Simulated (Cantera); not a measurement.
A perfectly stirred reactor is fed with CO : H2 : O2 : N2 = 1 : 0.89 : 0.63 : 2.37 (molar parts), equivalence ratio 1.5, at 390 Torr; it is adiabatic with a 373 K inlet, and is followed from long to short residence time, starting on the burning branch (τ in s: 0.1, 0.042, 0.018, 0.0075, 0.0031, 0.0013, 0.00055, 0.00023, 9.8e-05).

Computed with Cantera and GRI-Mech 3.0 (53 species, 325 reactions).

x: mole fraction; the columns are a selection and need not sum to one.

| τ (s) | T (K) | x CO | x H2 | x O2 | x OH | x H2O |
|---|---|---|---|---|---|---|
| 0.10 | 2294 | 0.118 | 0.0315 | 0.00100 | 0.00413 | 0.172 |
| 0.042 | 2264 | 0.119 | 0.0320 | 0.00170 | 0.00528 | 0.169 |
| 0.018 | 2217 | 0.119 | 0.0329 | 0.00292 | 0.00673 | 0.165 |
| 0.0075 | 2143 | 0.121 | 0.0342 | 0.00490 | 0.00830 | 0.160 |
| 0.0031 | 2038 | 0.121 | 0.0361 | 0.00760 | 0.00951 | 0.152 |
| 0.0013 | 1908 | 0.121 | 0.0379 | 0.0107 | 0.00988 | 0.143 |
| 0.00055 | 1757 | 0.120 | 0.0392 | 0.0141 | 0.00920 | 0.132 |
| 0.00023 | (withheld) | 0.121 | 0.0393 | (withheld) | (withheld) | 0.123 |
| 9.8e-5 | (withheld) | (withheld) | 0.0402 | (withheld) | (withheld) | 0.118 |

Question: What belongs in the gaps?

Answer: 
- 0.00023, T (K): 1585
- 0.00023, x O2: 0.0186
- 0.00023, x OH: 0.00756
- 9.8e-5, T (K): 1392
- 9.8e-5, x CO: 0.138
- 9.8e-5, x O2: 0.0298
- 9.8e-5, x OH: 0.00533
